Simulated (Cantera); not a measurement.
Feed: 1 mol Si, 0.9 mol N₂O, 170 mol N₂, at 1050 Torr.

Method: chemical equilibrium by Gibbs-energy minimisation in Cantera with the NASA 1993 tables (ideal gas, pure condensed phases). Candidate condensed phases: Si, SiO₂, Si₂N₂O, Si₃N₄; 16 gas species. Mutual solubility and eutectic melting of coexisting phases are not modelled. The tables hold silica as quartz up to 1696 K and as liquid above; real silica turns to tridymite and cristobalite and melts near 1996 K. Rates play no part.

### Question
Which condensed phases are stable at each of these points (T (°C)): 1127, 1202, 1277, 1352, 1427, 1502, 1577, 1652, 1727, 1802, 1877?

### Answer
```
T (°C)             condensed phases  Si condensed (%)
------  ---------------------------  ----------------
1127     SiO₂(β-quartz) + Si₂N₂O(s)             100.0
1202     SiO₂(β-quartz) + Si₂N₂O(s)             100.0
1277     SiO₂(β-quartz) + Si₂N₂O(s)              99.9
1352     SiO₂(β-quartz) + Si₂N₂O(s)              99.5
1427    SiO₂(condensed) + Si₂N₂O(s)              97.3
1502    SiO₂(condensed) + Si₂N₂O(s)              88.2
1577    SiO₂(condensed) + Si₂N₂O(s)              54.1
1652                      Si₂N₂O(s)              20.0
1727                      Si₂N₂O(s)              19.9
1802                       Si₃N₄(s)               9.1
1877                       Si₃N₄(s)               6.3
```

From 1127 °C to 1352 °C the condensed part is SiO₂(β-quartz) + Si₂N₂O(s). From 1427 °C to 1577 °C the condensed part is SiO₂(condensed) + Si₂N₂O(s). From 1652 °C to 1727 °C the condensed part is Si₂N₂O(s). From 1802 °C to 1877 °C the condensed part is Si₃N₄(s).
